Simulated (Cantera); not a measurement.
Standard-state values (1 bar) from the NASA 1993 polynomials, evaluated with Cantera. Values are per mole of reaction as written; species without (g) are pure solids or liquids, kept so even where they would boil at 1 bar. The tables' values for C2F4 are old estimates.

2 CF3(g) = C2F4(g) + 2 F(g)

```json
[
 {"T (K)": "300", "ΔH° (kJ)": "440.8", "ΔS° (J/K)": "87.5", "ΔG° (kJ)": "414.6", "log10 K": "-72.18"},
 {"T (K)": "1650", "ΔH° (kJ)": "458.0", "ΔS° (J/K)": "113.2", "ΔG° (kJ)": "271.3", "log10 K": "-8.59"},
 {"T (K)": "1750", "ΔH° (kJ)": "(withheld)", "ΔS° (J/K)": "(withheld)", "ΔG° (kJ)": "(withheld)", "log10 K": "(withheld)"},
 {"T (K)": "1850", "ΔH° (kJ)": "(withheld)", "ΔS° (J/K)": "(withheld)", "ΔG° (kJ)": "(withheld)", "log10 K": "(withheld)"},
 {"T (K)": "1950", "ΔH° (kJ)": "(withheld)", "ΔS° (J/K)": "(withheld)", "ΔG° (kJ)": "(withheld)", "log10 K": "(withheld)"},
 {"T (K)": "2050", "ΔH° (kJ)": "461.6", "ΔS° (J/K)": "115.1", "ΔG° (kJ)": "225.7", "log10 K": "-5.75"},
 {"T (K)": "2150", "ΔH° (kJ)": "(withheld)", "ΔS° (J/K)": "(withheld)", "ΔG° (kJ)": "(withheld)", "log10 K": "(withheld)"}
]
```

Task: Fill in the missing entries.

Result: 
- 1750, ΔH° (kJ): 458.9
- 1750, ΔS° (J/K): 113.7
- 1750, ΔG° (kJ): 260.0
- 1750, log10 K: -7.76
- 1850, ΔH° (kJ): 459.8
- 1850, ΔS° (J/K): 114.2
- 1850, ΔG° (kJ): 248.6
- 1850, log10 K: -7.02
- 1950, ΔH° (kJ): 460.7
- 1950, ΔS° (J/K): 114.6
- 1950, ΔG° (kJ): 237.1
- 1950, log10 K: -6.35
- 2150, ΔH° (kJ): 462.4
- 2150, ΔS° (J/K): 115.5
- 2150, ΔG° (kJ): 214.1
- 2150, log10 K: -5.20
